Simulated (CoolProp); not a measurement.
Computed with CoolProp (reference Helmholtz-energy equation of state, Akasaka 2015).

Problem. Give the vapour pressure (MPa), enthalpy of vaporisation (kJ/kg), vapour viscosity (µPa s), liquid conductivity (mW/(m K)) of saturated R245fa at 67.65, 72.25 °C.

Solution. 
```tsv
T (°C)	p (MPa)	enthalpy of vaporisation (kJ/kg)	vapour viscosity (µPa s)	liquid conductivity (mW/(m K))
67.65	0.572	164	13.7	79.5
72.25	0.647	160	13.9	78.2
```

Viscosity comes from a separate model (Bell 2016), an estimate that may be off by 10 % or more. Thermal conductivity comes from a separate model (Huber 2003), an estimate that may be off by 10 % or more.
